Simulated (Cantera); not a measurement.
A freely propagating, adiabatic, planar premixed flame of 31.2 % H2, 9.74 % O2, 36.5 % N2, 22.5 % H2O, equivalence ratio 1.6, unburnt at 400 K and 0.345 atm; multicomponent transport, grid criteria slope 0.08 and curve 0.16, no radiation.

Cantera simulation using the H2/O2 subset of GRI-Mech 3.0, which has no nitrogen chemistry; the numbers are that mechanism's predictions, not measurements. Burning velocities carry a grid error of a few per cent, more on coarse grids.

x: mole fraction of selected species; z is measured from the peak of heat release.

```csv
z (mm),T (K),u (m/s),x H2,x O2,x H2O,x OH,x H2O2,x H
-3.61,400,2.62,0.312,0.0974,0.225,<1e-8,<1e-8,<1e-8
-2.40,400,2.62,0.312,0.0974,0.225,<1e-8,<1e-8,<1e-8
-1.80,400,2.62,0.312,0.0974,0.225,<1e-8,<1e-8,<1e-8
-1.20,400,2.62,0.312,0.0975,0.225,<1e-8,2.15e-8,<1e-8
-0.601,423,2.74,0.305,0.0980,0.228,1.35e-5,1.14e-5,1.11e-5
-0.301,…,4.01,…,0.0924,…,…,…,…
0,…,6.00,…,…,…,…,…,…
0.301,1214,7.43,0.162,0.0389,0.371,0.00197,1.32e-6,0.0333
0.601,1348,8.21,0.126,0.0155,0.417,0.00326,1.28e-6,0.0434
1.20,1464,8.87,0.112,0.00376,0.441,0.00424,1.02e-6,0.0419
2.40,1562,9.40,0.115,0.00184,0.448,0.00432,6.12e-7,0.0319
4.81,1646,9.85,0.119,0.000997,0.453,0.00375,3.15e-7,0.0221
9.62,1710,10.2,0.122,0.000457,0.458,0.00283,1.51e-7,0.0143
```

Problem. What belongs in the gaps?

Solution. 
- -0.301, T (K): 631
- -0.301, x H2: 0.278
- -0.301, x H2O: 0.250
- -0.301, x OH: 0.000543
- -0.301, x H2O2: 4.40e-5
- -0.301, x H: 0.00187
- 0, T (K): 967
- 0, x H2: 0.224
- 0, x O2: 0.0721
- 0, x H2O: 0.303
- 0, x OH: 0.000768
- 0, x H2O2: 6.83e-6
- 0, x H: 0.0143
